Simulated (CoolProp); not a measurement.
A Linde-Hampson liquefier for methane: isothermal reversible compression at 250 K from 1 atm to 25 MPa, throttling to 1 atm, return gas leaving the recuperator 5 K below the feed. Each further row changes one setting.

The numbers come from the reference Helmholtz-energy equation of state, Setzmann 1991 in CoolProp.

```
case                        liquid yield per pass  compression work (kJ/kg of gas)
--------------------------  ---------------------  -------------------------------
as stated                                     ___                              634
high pressure 50 MPa                          ___                              ___
warm-end temperature 280 K                  0.254                              740
warm-end gap 10 K                             ___                              634
```

Task: Complete the blanks.

Result: 
- as stated, liquid yield per pass: 0.336
- high pressure 50 MPa, liquid yield per pass: 0.340
- high pressure 50 MPa, compression work (kJ/kg of gas): 720
- warm-end gap 10 K, liquid yield per pass: 0.327
